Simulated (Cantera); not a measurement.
Mixture: 16.6 % CH4, 17.5 % O2, 65.9 % N2, equivalence ratio 1.9, at 0.590 bar, adiabatic and at constant pressure. Ignition delay is the time to a rise of 400 K.

Model: GRI-Mech 3.0 (53 species, 325 reactions), integrated in Cantera.

Task: Predict: delay at 1000 K; delay at 1150 K; delay at 1300 K; delay at 1450 K; delay at 1600 K; apparent activation energy between 1450 and 1600 K.

Result: 
```json
{
  "delay at 1000 K": "2.72 s",
  "delay at 1150 K": "0.217 s",
  "delay at 1300 K": "25.2 ms",
  "delay at 1450 K": "3.96 ms",
  "delay at 1600 K": "0.871 ms",
  "apparent activation energy between 1450 and 1600 K": "190 kJ/mol"
}
```
